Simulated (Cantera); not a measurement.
Charge: 1 mol AlBr₃, 2.7 mol H₂O, 35 mol H₂, at 10.0 mbar.

These are equilibrium values from Cantera (NASA tables, ideal gas, pure condensed phases), not measurements of a reactor. Candidate condensed phases: Al, AlBr₃, Al₂O₃, Br₂, H₂O; 25 gas species. The numbers say what is thermodynamically allowed, not how fast it happens. All values below are at 1248 K.

Base state: H₂ 0.893, HBr 0.0764, H₂O 0.0306, Br 0.000119 (mole fractions); condensed: Al₂O₃(s).

What changes in the equilibrium state with this change: AlBr₃ replaced by Al?


```tsv
species	before	after
H₂	0.893	0.968
H₂O	0.0306	0.0318
HBr	0.0764	0
Br	0.000119	0
Al₂O₃(s), mol	0.500	0.500
```
